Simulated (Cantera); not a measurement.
What does this Cantera script print?

```python
import numpy as np
import cantera as ct

gas_names = """
    H HO2 H2 H2O H2O2 O OH O2 O3 Pb PbO Pb2
""".split()
cond_names = """
    H2O(s) H2O(L) Pb(cr) Pb(L) PbO(rd) PbO(yw) PbO(L) PbO2(s) Pb3O4(s)
""".split()


# ... load() reads the species with a 1 bar reference pressure and builds the phases ...
atoms = {
    'Pb': {'Pb': 1},
    'O2': {'O': 2},
    'H2': {'H': 2},
}
top_T = {'Pb3O4(s)': 820}  # K; cautious upper limits of use, not melting points


# ... equilibrate(T, P, feed) seeds the gas with the atoms and calls Mixture.equilibrate('TP', solver="vcs", rtol=1e-11, max_steps=5000) ...
results = []
feed = {'Pb': 1, 'O2': 0.024, 'H2': 2.6}  # mol
P = 13332.2  # Pa
for T in [550, 650, 750, 850, 950, 1050, 1150, 1250, 1350, 1450]:
    mix = equilibrate(T, P, feed)
    results.append((T, P, feed, dict(zip(mix.species_names, mix.species_moles))))

top = {s: max(r[3][s] / sum(r[3][g] for g in gas_names) for r in results) for s in gas_names}
cols = sorted((s for s in top if top[s] > 1e-06), key=lambda s: -top[s])[:5]
seen = [c for c in cond_names if any(r[3].get(c, 0) > 1e-12 for r in results)]
print("log10 of partial pressures in bar; condensed amounts in mol")
print(f"{'T/K':>10s}" + "".join(f"{s[:9]:>10s}" for s in cols + seen))
for T, P, feed, n in results:
    ng = sum(n[g] for g in gas_names)
    print(f"{T:10.4g}" + "".join(f"{np.log10(max(n[s] / ng * P / 1e5, 1e-99)):10.3f}" for s in cols)
          + "".join(f"{n.get(c, 0):10.4g}" for c in seen))
```

Result:

```
log10 of partial pressures in bar; condensed amounts in mol
       T/K        H2        Pb       H2O       Pb2         H    Pb(cr)     Pb(L)
       550    -0.883   -12.816    -2.609   -23.807   -18.516         1         0
       650    -0.883   -10.029    -2.609   -19.093   -15.304         0         1
       750    -0.883    -8.023    -2.609   -15.717   -12.941         0         1
       850    -0.883    -6.497    -2.609   -13.153   -11.130         0         1
       950    -0.883    -5.298    -2.609   -11.143    -9.696         0    0.9999
      1050    -0.883    -4.332    -2.609    -9.526    -8.533         0    0.9991
      1150    -0.884    -3.538    -2.610    -8.198    -7.569         0    0.9943
      1250    -0.888    -2.874    -2.613    -7.090    -6.759         0    0.9737
      1350    -0.899    -2.310    -2.625    -6.152    -6.073         0    0.9009
      1450    -0.935    -1.827    -2.660    -5.348    -5.492         0    0.6727
```

Equilibrium computed with Cantera from the NASA thermochemical tables; the gas is ideal and each condensed phase is pure.
